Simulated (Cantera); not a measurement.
A Cantera script and what it prints.

```python
import numpy as np
import cantera as ct

gas_names = """
    N NO NO2 NO3 N2 N2O O O2 O3 Si SiN SiO SiO2 Si2 Si2N Si3
""".split()
cond_names = """
    Si(cr) Si(L) SiO2(Lqz) SiO2(hqz) SiO2(L) Si2N2O(s) Si3N4(a)
""".split()


# ... load() reads the species with a 1 bar reference pressure and builds the phases ...
atoms = {
    'Si3N4': {'Si': 3, 'N': 4},
    'N2O': {'N': 2, 'O': 1},
    'N2': {'N': 2},
}
top_T = {'Si2N2O(s)': 2100, 'Si3N4(a)': 2400}  # K; cautious upper limits of use, not melting points


# ... equilibrate(T, P, feed) seeds the gas with the atoms and calls Mixture.equilibrate('TP', solver="vcs", rtol=1e-11, max_steps=5000) ...
results = []
feed = {'Si3N4': 1, 'N2O': 0.099, 'N2': 5.4}  # mol
P = 2  # Pa
for T in [975, 1075, 1175, 1275, 1375, 1475, 1575, 1675, 1775, 1875, 1975, 2075, 2175]:
    mix = equilibrate(T, P, feed)
    results.append((T, P, feed, dict(zip(mix.species_names, mix.species_moles))))
    x = sorted(zip(gas.X, gas.species_names), reverse=True)
    print(f"T = {T:g} K  P = {P:g} Pa  gas = {mix.phase_moles(0):.4g} mol")
    print("   x: " + "  ".join(f"{s} {v:.3e}" for v, s in x if v > 1e-06))
    print("   condensed (mol): " + ("  ".join(f"{mix.phase(i).name} {mix.phase_moles(i):.4g}"
          for i in range(1, mix.n_phases) if mix.phase_moles(i) > 1e-12) or "none"))
```

It prints:

```
T = 975 K  P = 2 Pa  gas = 5.532 mol
   x: N2 1.000e+00
   condensed (mol): Si2N2O(s) 0.099  Si3N4(a) 0.934
T = 1075 K  P = 2 Pa  gas = 5.532 mol
   x: N2 1.000e+00
   condensed (mol): Si2N2O(s) 0.099  Si3N4(a) 0.934
T = 1175 K  P = 2 Pa  gas = 5.532 mol
   x: N2 1.000e+00
   condensed (mol): Si2N2O(s) 0.099  Si3N4(a) 0.934
T = 1275 K  P = 2 Pa  gas = 5.532 mol
   x: N2 1.000e+00  SiO 1.581e-05
   condensed (mol): Si2N2O(s) 0.09891  Si3N4(a) 0.934
T = 1375 K  P = 2 Pa  gas = 5.538 mol
   x: N2 9.991e-01  SiO 8.501e-04  Si 6.079e-06
   condensed (mol): Si2N2O(s) 0.09429  Si3N4(a) 0.9356
T = 1475 K  P = 2 Pa  gas = 7.6 mol
   x: N2 9.867e-01  SiO 1.303e-02  Si 2.875e-04  Si2N 2.665e-06  SiN 1.829e-06
   condensed (mol): Si(cr) 2.899
T = 1575 K  P = 2 Pa  gas = 7.62 mol
   x: N2 9.841e-01  SiO 1.299e-02  Si 2.870e-03  Si2N 1.972e-05  SiN 1.207e-05  Si2 6.105e-06  Si3 1.278e-06
   condensed (mol): Si(cr) 2.879
T = 1675 K  P = 2 Pa  gas = 7.768 mol
   x: N2 9.653e-01  Si 2.170e-02  SiO 1.274e-02  Si2N 1.133e-04  Si2 8.449e-05  SiN 6.281e-05  Si3 2.092e-05
   condensed (mol): Si(cr) 2.728
T = 1775 K  P = 2 Pa  gas = 8.545 mol
   x: N2 8.773e-01  Si 1.098e-01  SiO 1.159e-02  Si2 6.143e-04  Si2N 3.629e-04  SiN 2.194e-04  Si3 1.482e-04
   condensed (mol): Si(L) 1.941
T = 1875 K  P = 2 Pa  gas = 10.48 mol
   x: N2 7.155e-01  Si 2.729e-01  SiO 9.451e-03  Si2 1.234e-03  SiN 3.696e-04  Si2N 3.306e-04  Si3 1.700e-04
   condensed (mol): none
T = 1975 K  P = 2 Pa  gas = 10.49 mol
   x: N2 7.146e-01  Si 2.751e-01  SiO 9.436e-03  Si2 4.568e-04  SiN 2.877e-04  Si2N 6.583e-05  Si3 1.688e-05
   condensed (mol): none
T = 2075 K  P = 2 Pa  gas = 10.5 mol
   x: N2 7.144e-01  Si 2.758e-01  SiO 9.433e-03  SiN 2.284e-04  Si2 1.841e-04  Si2N 1.517e-05  Si3 2.061e-06
   condensed (mol): none
T = 2175 K  P = 2 Pa  gas = 10.5 mol
   x: N2 7.143e-01  Si 2.760e-01  SiO 9.431e-03  SiN 1.851e-04  Si2 8.047e-05  Si2N 3.992e-06  N 1.741e-06
   condensed (mol): none
```

Method: chemical equilibrium by Gibbs-energy minimisation in Cantera with the NASA 1993 tables (ideal gas, pure condensed phases). Mutual solubility and eutectic melting of coexisting phases are not modelled. The tables' values for SiN are old estimates; treat these amounts as uncertain.
